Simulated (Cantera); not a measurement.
Standard-state values (1 bar) from the NASA 1993 polynomials, evaluated with Cantera. Values are per mole of reaction as written; species without (g) are pure solids or liquids, kept so even where they would boil at 1 bar.

**Question.** Between 523 and 673 K, where is each reaction favourable under standard conditions?
- 10 N2(g) + P4O10 = P4(g) + 10 N2O(g)

**Answer.** 
- 10 N2(g) + P4O10 = P4(g) + 10 N2O(g): ΔG° is 3713 kJ at 523 K and 3669 kJ at 673 K; it stays positive (K < 1). ΔH° is 3862 kJ and ΔS° 287 J/K at 673 K.
